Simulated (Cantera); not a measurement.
A freely propagating, adiabatic, planar premixed flame of H2 : O2 : N2 = 1 : 0.179 : 0.661 (molar parts), equivalence ratio 2.8, unburnt at 525 K and 0.424 atm; mixture-averaged transport, grid criteria slope 0.08 and curve 0.16, no radiation.

Computed with Cantera and the H2/O2 subset of GRI-Mech 3.0, which has no nitrogen chemistry. Burning velocities carry a grid error of a few per cent, more on coarse grids.

### Question
Predict: laminar burning velocity; thermal thickness; peak x(H); peak x(HO2); peak x(H2O2).

### Answer
```json
{
  "laminar_burning_velocity": "594 cm/s",
  "thermal_thickness": "1.37 mm",
  "peak x(H)": "0.0880",
  "peak x(HO2)": "0.000139",
  "peak x(H2O2)": "5.42e-6"
}
```
